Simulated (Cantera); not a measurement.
Input: 1 mol HF, 0.036 mol H2O, 3.7 mol O2, at 1 atm.

Cantera equilibrium calculation (NASA polynomials, part measured and part estimated; ideal gas, pure solids and liquids). Candidate condensed phases: H2O; 22 gas species. Rates play no part. All values below are at 2323 K.

Base state: O2 0.775, HF 0.210, H2O 0.00648, O 0.00496, OH 0.00280, F 0.000695, H 4.50e-5, H2 1.73e-5 (mole fractions); condensed: gas only.

Task: What changes in the equilibrium state with this change: HF replaced by PH3?

Result: 
```
species    before     after
-------  --------  --------
O2          0.775     0.426
H2O       0.00648     0.330
PO2             0     0.221
HF          0.210         0
OH        0.00280    0.0172
PO              0  0.000724
F        0.000695         0
H2        1.73e-5   0.00119
H         4.50e-5  0.000373
```
Gases not in the tables: HPO2, HPO3 and P4O6. Further candidate phases: P, P4O10.
